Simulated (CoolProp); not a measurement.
Isobutene at 298.15 K and 0.0838 MPa is compressed adiabatically to 0.339 MPa with isentropic efficiency 0.7. Each further row changes one setting.

Model: reference Helmholtz-energy equation of state, Lemmon 2005, in CoolProp. It is a short technical equation, of lower accuracy than the large ones.

| case | work (kJ/kg) | final temperature (K) | final density (kg/m³) |
|---|---|---|---|
| as stated | 90.7 | 354.9 | 6.80 |
| efficiency 1 | 63.5 | 340.3 | 7.16 |
| efficiency 0.65 | 97.6 | 358.6 | 6.72 |
